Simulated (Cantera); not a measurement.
A closed system holds: 1 mol SiCl₄, 2.1 mol Cl₂, 1 mol H₂, equilibrated at 1148.15 K and 1.00 bar.

Equilibrium computed with Cantera from the NASA thermochemical tables; the gas is ideal and each condensed phase is pure. Candidate condensed phases: Si; 19 gas species. Equilibrium is a limit: real reactors are often held back by kinetics, nucleation or transport.

Base state: HCl 0.487, Cl₂ 0.267, SiCl₄ 0.244, Cl 0.00139 (mole fractions); condensed: gas only.

**Question.** What changes in the equilibrium state with this change: H₂ from 1 to 3.1 mol?

**Answer.** 
```
species   before     after
-------  -------  --------
HCl        0.487     0.678
H₂         <1e-9     0.160
SiCl₄      0.244     0.160
Cl₂        0.267   1.60e-9
SiHCl₃     <1e-9  0.000761
Cl       0.00139   1.07e-7
SiCl₃    2.03e-8  0.000173
```
The tables' values for SiCl₃ are old estimates; treat these amounts as uncertain.
